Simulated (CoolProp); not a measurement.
Vapour pressure (MPa) of water: the reference equation beside estimates from Tc = 373.9 °C, pc = 22.06 MPa, ω = 0.344.

Model: reference Helmholtz-energy equation of state, Wagner 2002, in CoolProp.

```csv
T (°C),reference,van der Waals,Redlich-Kwong,Soave-Redlich-Kwong
48.05,0.01121,0.5835,0.04501,0.009049
54.65,0.01550,0.6695,…,0.01277
61.15,0.02103,0.7626,0.07752,0.01765
67.75,0.02829,0.8662,0.09992,0.02415
74.25,0.03740,0.9776,0.1268,…
80.85,0.04907,1.101,0.1596,0.04320
87.35,0.06341,1.232,0.1982,0.05660
93.95,0.08139,1.376,0.2446,0.07359
100.45,0.1031,1.529,0.2981,0.09428
107.05,0.1297,1.696,0.3612,0.1200
113.55,0.1613,1.873,0.4331,0.1508
120.15,0.1996,2.064,0.5167,0.1883
126.65,0.2443,2.265,0.6105,0.2324
133.25,0.2976,2.482,0.7185,…
```

Question: Fill in the missing entries.

Answer: 
- 54.65, Redlich-Kwong: 0.05961
- 74.25, Soave-Redlich-Kwong: 0.03244
- 133.25, Soave-Redlich-Kwong: 0.2855

Absolute difference from the reference over all 14 rows, mean and median: van der Waals 2146.5 and 1716.8 %, Redlich-Kwong 212.3 and 206.5 %, Soave-Redlich-Kwong 10.7 and 10.2 %.
